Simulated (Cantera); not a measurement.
What does this Cantera script print?

```python
import numpy as np
import cantera as ct

gas = ct.Solution("gri30.yaml")
gas.TPX = 1125, 120000, {'N2O': 1, 'O2': 0.3}
inlet = ct.Reservoir(gas, clone=True)

reactor = ct.IdealGasConstPressureReactor(gas, energy="off", clone=False)
exhaust = ct.Reservoir(gas, clone=True)
tau = [18, 2.8, 0.43, 0.068, 0.011, 0.0017, 0.00026][0]
for a, b in ((inlet, reactor), (reactor, exhaust)):
    ct.MassFlowController(a, b, mdot=lambda t: reactor.mass / tau)
net = ct.ReactorNet([reactor])
show = ['N2O', 'O2', 'NO2', 'NO', 'O', 'N2']

rows = []
print(f"{'tau/s':>10s}{'T/K':>9s}" + "".join(f"{s:>11s}" for s in show))
for tau in [18, 2.8, 0.43, 0.068, 0.011, 0.0017, 0.00026]:
    net.initial_time = 0.0
    net.advance(30 * tau)
    before = gas.X
    net.advance(40 * tau)
    drift = np.max(np.abs(gas.X - before) / (gas.X + 1e-9))
    rows.append([gas.T, *gas[show].X, drift])
    print(f"{tau:10.3e}{gas.T:9.1f}" + "".join(f"{x:11.3e}" for x in gas[show].X))
```

Output:

```
     tau/s      T/K        N2O         O2        NO2         NO          O         N2
 1.800e+01   1125.0  2.040e-01  3.776e-01  3.164e-04  1.992e-02  2.328e-07  3.982e-01
 2.800e+00   1125.0  5.061e-01  2.974e-01  1.954e-04  1.260e-02  3.813e-07  1.837e-01
 4.300e-01   1125.0  7.074e-01  2.463e-01  4.750e-05  3.294e-03  4.638e-07  4.302e-02
 6.800e-02   1125.0  7.585e-01  2.334e-01  5.945e-06  5.848e-04  4.836e-07  7.440e-03
 1.100e-02   1125.0  7.675e-01  2.312e-01  3.498e-07  9.688e-05  4.863e-07  1.221e-03
 1.700e-03   1125.0  7.690e-01  2.308e-01  1.035e-08  1.499e-05  4.846e-07  1.888e-04
 2.600e-04   1125.0  7.692e-01  2.308e-01  2.387e-10  2.234e-06  4.718e-07  2.851e-05
```

Cantera simulation using GRI-Mech 3.0 (53 species, 325 reactions); the numbers are that mechanism's predictions, not measurements. GRI-Mech 3.0 was tuned for natural gas; its chemistry of N2O as a main component is partial and can be far from experiment. The mechanism lacks the step 2 NO + O2 → 2 NO2, which can matter for NO2 below about 1400 K. The temperature is held fixed by assumption; the heat of reaction is taken as removed at once.
